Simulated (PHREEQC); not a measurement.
A PHREEQC input (ion-association model, phreeqc.dat):

```
SOLUTION 1
  temp 25
  units mg/kgw
  pH 6.21
  pe 10.9
  Na 3170
  K 55.2
  Ca 120
  Mg 244
  Cl 5910
  SO4 275 as SO4
  Alkalinity 0.000222 as HCO3
  F 1.78
END
USE solution 1
EQUILIBRIUM_PHASES 1
  Quartz 0 0.5
  Fluorite 0 0
  CO2(g) -2.5 10
END
```

The run finishes with these warnings:
```
WARNING: Could not find element in database, SO4.
	Concentration is set to zero.
```

Its last state differs from that of the intended input:

```json
[
 {"quantity": "pH", "as run": "5.14", "intended": "5.15"},
 {"quantity": "SI of Quartz (SiO2)", "as run": "+0.00", "intended": "-0.00"},
 {"quantity": "SI of Fluorite (CaF2)", "as run": "-0.96", "intended": "-0.97"}
]
```

The fault: SO4 typed in place of S(6). The line should read `S(6) 275` where the input has `SO4 275`.
